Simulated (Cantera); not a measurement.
Charge: 1 mol AlCl3, 150 mol NH3, 4.3 mol H2, at 24.0 Pa.

Cantera equilibrium calculation (NASA polynomials, part measured and part estimated; ideal gas, pure solids and liquids). Candidate condensed phases: Al, AlCl3, AlN, NH4Cl; 20 gas species. The tables' values for AlCl2 are old estimates; treat these amounts as uncertain. Kinetics and transport are ignored. All values below are at 1373 K.

Base state: H2 0.745, N2 0.245, HCl 0.00647, AlCl 0.00316, H 0.000186, AlCl2 5.86e-5, AlCl3 1.42e-5 (mole fractions); condensed: AlN(s).

**Question.** What changes in the equilibrium state with this change: pressure from 24.0 Pa to 13300 Pa?

**Answer.** 
```tsv
species	before	after
H2	0.745	0.746
N2	0.245	0.244
HCl	0.00647	0.00966
AlCl	0.00316	8.50e-6
AlCl3	1.42e-5	4.74e-5
H	0.000186	7.88e-6
AlCl2	5.86e-5	5.54e-6
AlN(s), mol	0.00947	0.981
```
